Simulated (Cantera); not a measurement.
An isothermal plug-flow reactor at 825 K and 1.68 atm (inlet), inlet velocity 0.82 m/s, active area per volume 3400 1/m; feed CO : O₂ : N₂ : H₂O = 0.002 : 0.027 : 0.79 : 0.037 (molar parts).

Detailed kinetics in Cantera: Deutschmann's 1995 Pt surface mechanism with GRI-Mech 3.0 gas chemistry. Catalytic surfaces can have several steady states; this one follows from the mechanism file's or the stated starting coverage. Mass transfer to the wall is taken as infinitely fast.

Q: What does this change do: temperature 825 to 475 K?

A: 
| quantity | before | after |
|---|---|---|
| x(CO) at z = 0.077 m | <1e-12 | 0.00226 |
| x(O₂) at z = 0.077 m | 0.0304 | 0.0315 |
| x(H₂O) at z = 0.077 m | 0.0433 | 0.0432 |
| x(CO₂) at z = 0.077 m | 0.00234 | 7.55e-5 |
| θ(O*) at the exit | 0.932 | 0.991 |
| θ(OH*) at the exit | 0.00613 | 0.00699 |
